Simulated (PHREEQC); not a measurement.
Dissolve 0.019 mol LiOH per kg of water at 25 °C. Closed to the air; pH follows from the charge balance.

Model: ion-association model, wateq4f.dat, run in PHREEQC.

```json
{
 "pH": "12.22",
 "ionic_strength": "0.0190 mol/kgw",
 "total_alkalinity": "19.0 meq/kg"
}
```

```tsv
species	molality	activity	log γ
OH-	0.0190	0.0165	-0.061
Li+	0.0190	0.0167	-0.055
```

No solid was allowed to form.
